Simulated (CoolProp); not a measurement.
Properties of acetone along the isobar 1.01 bar (Tc = 235.0 °C, pc = 46.92 bar, ω = 0.307).

The numbers come from the reference Helmholtz-energy equation of state, Lemmon 2006 in CoolProp. It is a short technical equation, of lower accuracy than the large ones.

```csv
T (°C),phase,Z,cv (kJ/(kg K)),speed of sound (m/s),Joule-Thomson coefficient (K/MPa),expansivity (1/kK)
-17.75,liquid,0.003323,1.489,1365,-0.3930,1.284
-7.75,liquid,0.003240,1.501,1317,-0.3833,1.310
2.25,liquid,0.003164,1.515,1270,-0.3723,1.340
12.25,liquid,0.003095,1.529,1223,-0.3599,1.375
22.25,liquid,0.003032,1.545,1177,-0.3461,1.413
32.25,liquid,0.002975,1.562,1131,-0.3307,1.457
42.25,liquid,0.002924,1.580,1085,-0.3134,1.507
52.25,liquid,0.002878,1.598,1040,-0.2940,1.563
```
